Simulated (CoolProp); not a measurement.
Vapour-liquid equilibrium of R125 (1) + dimethyl ether (2) at 67 kPa; x and y are mole fractions of (1).

The numbers come from the multi-fluid Helmholtz-energy mixture model, Lemmon 2005 and Wu 2011; pair parameters Bell 2016 in CoolProp.

```csv
x,"bubble temperature, mixture model (K)","bubble temperature, Raoult's law (K)","y, mixture model","y, Raoult's law"
0.05,238.7,237.4,0.076,0.133
0.125,237.7,234.7,0.191,0.297
0.2,236.6,232.4,0.306,0.428
0.275,235.2,230.3,0.420,0.535
0.35,233.7,228.4,0.530,0.622
0.425,232.0,226.7,0.634,0.696
0.5,230.1,225.1,0.726,0.757
0.575,228.0,223.6,0.806,0.810
0.65,225.8,222.3,0.870,0.855
0.725,223.6,221.0,0.919,0.894
0.8,221.5,219.8,0.955,0.928
0.875,219.6,218.7,0.979,0.958
0.95,217.9,217.7,0.994,0.984
```

The largest gap from Raoult's law is +5.3 K in bubble temperature, at x = 0.425. No azeotrope shows between x = 0.05 and 0.95.

Pair parameters are fitted to limited data, so mixtures are less certain than the pure fluids.
